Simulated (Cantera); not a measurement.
An isothermal, constant-pressure homogeneous reactor starts with 23.8 % H2, 29.3 % O2, 46.9 % N2, equivalence ratio 0.41, at 1048 K and 135 Torr.

Computed with Cantera and the H2/O2 subset of GRI-Mech 3.0, which has no nitrogen chemistry. The temperature is held fixed by assumption; the heat of reaction is taken as removed at once.

x: mole fraction; the columns are a selection and need not sum to one.

```csv
t (s),x H2,x O2,x O,x H,x H2O
0.000800,0.00569,0.199,0.00126,(withheld),0.261
0.00233,0.000960,0.198,9.61e-5,(withheld),0.268
0.00676,0.000203,0.198,1.57e-5,(withheld),0.269
0.0196,2.78e-5,0.198,2.43e-6,(withheld),0.269
0.0571,2.11e-6,0.198,4.19e-7,(withheld),0.270
0.166,1.14e-7,0.198,9.69e-8,5.04e-10,0.270
0.482,1.67e-8,0.198,2.80e-8,7.32e-11,0.270
1.40,4.82e-9,0.198,8.96e-9,1.32e-11,0.270
4.07,1.60e-9,0.198,3.04e-9,2.68e-12,0.270
11.8,6.80e-10,0.198,1.17e-9,<1e-12,0.270
34.4,5.02e-10,0.198,7.01e-10,<1e-12,0.270
100,4.92e-10,0.198,6.68e-10,<1e-12,0.270
```

Question: Complete the blanks.

Answer: 
- 0.000800, x H: 0.00127
- 0.00233, x H: 2.27e-5
- 0.00676, x H: 1.79e-6
- 0.0196, x H: 1.20e-7
- 0.0571, x H: 6.36e-9
